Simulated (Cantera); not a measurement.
Cantera with NASA thermochemical tables; ideal gases at 1 bar, condensed phases pure. Values are per mole of reaction as written; species without (g) are pure solids or liquids, kept so even where they would boil at 1 bar.

Between 375 and 1175 K, where is each reaction favourable under standard conditions?
- Nb + O₂(g) = NbO₂
- 1.333 Ti + O₂(g) = 0.6667 Ti₂O₃
- 1.143 Ti + O₂(g) = 0.2857 Ti₄O₇


- Nb + O₂(g) = NbO₂: ΔG° is -725 kJ at 375 K and -584 kJ at 1175 K; it stays negative (K > 1). ΔH° is -776 kJ and ΔS° -164 J/K at 1175 K.
- 1.333 Ti + O₂(g) = 0.6667 Ti₂O₃: ΔG° is -941 kJ at 375 K and -798 kJ at 1175 K; it stays negative (K > 1). ΔH° is -1003 kJ and ΔS° -175 J/K at 1175 K.
- 1.143 Ti + O₂(g) = 0.2857 Ti₄O₇: ΔG° is -904 kJ at 375 K and -764 kJ at 1175 K; it stays negative (K > 1). ΔH° is -968 kJ and ΔS° -173 J/K at 1175 K.
